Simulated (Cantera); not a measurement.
Charge: 1 mol MgO, 3.5 mol HBr, 0.082 mol O2, held at 1725 K and 14000 Pa.

Method: chemical equilibrium by Gibbs-energy minimisation in Cantera with the NASA 1993 tables (ideal gas, pure condensed phases). Candidate condensed phases: Br2, H2O, Mg, MgBr2, MgO, Mg(OH)2; 20 gas species. Kinetics and transport are ignored.

Base state: HBr 0.516, H2O 0.202, MgBr2 0.157, Br 0.109, H2 0.0126, Br2 0.00232, H 5.58e-5, OH 4.91e-5 (mole fractions); condensed: MgO(s).

What changes in the equilibrium state with this change: temperature from 1725 K to 625 K?


| species | before | after |
|---|---|---|
| HBr | 0.516 | 0.469 |
| H2O | 0.202 | 0.466 |
| Br2 | 0.00232 | 0.0656 |
| MgBr2 | 0.157 | 5.90e-9 |
| Br | 0.109 | 3.45e-6 |
| H2 | 0.0126 | <1e-9 |
| H | 5.58e-5 | <1e-9 |
| OH | 4.91e-5 | <1e-9 |
| MgO(s), mol | 0.417 | 0 |
| MgBr2(s), mol | 0 | 1.00 |
